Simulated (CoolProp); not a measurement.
Properties of propylene along the isobar 248 kPa (Tc = 364.2 K, pc = 4555 kPa, ω = 0.146).

Computed with CoolProp (reference Helmholtz-energy equation of state, Lemmon 2013).

| T (K) | phase | Joule-Thomson coefficient (K/MPa) | isothermal compressibility (1/MPa) |
|---|---|---|---|
| 353 | gas | 10.59 | 4.120 |
| 367.6 | gas | 9.440 | 4.109 |
| 382.1 | gas | 8.475 | 4.099 |
| 396.7 | gas | 7.648 | 4.092 |
| 411.2 | gas | 6.941 | 4.085 |
| 425.8 | gas | 6.324 | 4.079 |
| 440.3 | gas | 5.790 | 4.074 |
| 454.9 | gas | 5.316 | 4.070 |
| 469.4 | gas | 4.901 | 4.066 |
| 484 | gas | 4.528 | 4.062 |
| 498.5 | gas | 4.198 | 4.059 |
